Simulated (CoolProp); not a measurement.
Model: reference Helmholtz-energy equation of state, Thol 2019, in CoolProp.

### Question
For decamethylcyclopentasiloxane (D5), give the phase and the density (kg/m³), cp (kJ/(kg K)), cv (kJ/(kg K)), speed of sound (m/s) at 346.85 °C and 1.52 bar; 346.85 °C and 16.7 bar; 346.85 °C and 26.9 bar.

### Answer
- 346.85 °C and 1.52 bar: gas; density 11.5, cp 1.96, cv 1.93, speed of sound 113
- 346.85 °C and 16.7 bar: supercritical; density 500, cp 2.41, cv 1.99, speed of sound 121
- 346.85 °C and 26.9 bar: supercritical; density 552, cp 2.26, cv 1.98, speed of sound 182
